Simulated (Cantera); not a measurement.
Input (Python, Cantera) and output of one run.

```python
import numpy as np
import cantera as ct

gas_names = [...]  # 109 gases of nasa_gas.yaml made of C, Cl, H, Si
cond_names = """
    C(gr) C6H6(L) C7H8(L) C8H18(L),n-octa Si(cr) Si(L) SiC(b)
""".split()


# ... load() reads the species with a 1 bar reference pressure and builds the phases ...
atoms = {
    'CH3SiCl3': {'C': 1, 'H': 3, 'Si': 1, 'CL': 3},
    'C2H2': {'C': 2, 'H': 2},
    'H2': {'H': 2},
}
top_T = {'C(gr)': 4500, 'SiC(b)': 3050}  # K; cautious upper limits of use, not melting points


# ... equilibrate(T, P, feed) seeds the gas with the atoms and calls Mixture.equilibrate('TP', solver="vcs", rtol=1e-11, max_steps=5000) ...
results = []
feed = {'CH3SiCl3': 1, 'C2H2': 0.013, 'H2': 970}  # mol
P = 5800  # Pa
for T in [1025, 1125, 1225, 1325, 1425, 1525, 1625, 1725, 1825, 1925, 2025, 2125, 2225, 2325]:
    mix = equilibrate(T, P, feed)
    results.append((T, P, feed, dict(zip(mix.species_names, mix.species_moles))))

top = {s: max(r[3][s] / sum(r[3][g] for g in gas_names) for r in results) for s in gas_names}
cols = sorted((s for s in top if top[s] > 1e-05), key=lambda s: -top[s])[:9]
seen = [c for c in cond_names if any(r[3].get(c, 0) > 1e-12 for r in results)]
print("log10 of partial pressures in bar; condensed amounts in mol")
print(f"{'T/K':>10s}" + "".join(f"{s[:9]:>10s}" for s in cols + seen))
for T, P, feed, n in results:
    ng = sum(n[g] for g in gas_names)
    print(f"{T:10.4g}" + "".join(f"{np.log10(max(n[s] / ng * P / 1e5, 1e-99)):10.3f}" for s in cols)
          + "".join(f"{n.get(c, 0):10.4g}" for c in seen))
```

Result:

```
log10 of partial pressures in bar; condensed amounts in mol
       T/K        H2         H       HCL        Si C2H2,acet        CL       SiH      SiH2       CH4    SiC(b)
      1025    -1.238    -8.980    -3.749   -16.365   -14.157   -11.527   -15.239   -12.143    -5.741    0.9956
      1125    -1.238    -7.971    -3.748   -14.372   -12.412   -10.533   -13.592   -11.081    -5.783    0.9984
      1225    -1.238    -7.125    -3.748   -12.738   -10.890    -9.700   -12.249   -10.226    -5.789    0.9987
      1325    -1.238    -6.405    -3.748   -11.358    -9.590    -8.992   -11.116    -9.504    -5.790    0.9988
      1425    -1.238    -5.785    -3.748   -10.172    -8.475    -8.382   -10.143    -8.883    -5.792    0.9988
      1525    -1.238    -5.245    -3.748    -9.132    -7.531    -7.851    -9.289    -8.333    -5.806    0.9987
      1625    -1.238    -4.771    -3.748    -8.166    -6.814    -7.384    -8.486    -7.796    -5.872    0.9982
      1725    -1.238    -4.350    -3.749    -7.219    -6.371    -6.972    -7.683    -7.227    -6.026    0.9956
      1825    -1.239    -3.976    -3.749    -6.347    -6.036    -6.604    -6.940    -6.692    -6.192    0.9837
      1925    -1.240    -3.639    -3.751    -5.621    -5.628    -6.274    -6.330    -6.268    -6.286    0.9364
      2025    -1.242    -3.336    -3.753    -5.019    -5.160    -5.978    -5.833    -5.938    -6.321    0.7764
      2125    -1.245    -3.062    -3.758    -4.497    -4.693    -5.710    -5.407    -5.665    -6.333    0.2884
      2225    -1.250    -2.814    -3.764    -4.317    -4.547    -5.466    -5.317    -5.713    -6.486         0
      2325    -1.258    -2.588    -3.773    -4.295    -4.544    -5.246    -5.378    -5.903    -6.695         0
```

Equilibrium computed with Cantera from the NASA thermochemical tables; the gas is ideal and each condensed phase is pure. The feed counts by its element totals alone. Gases not in the tables: Si2H6 and higher silanes.
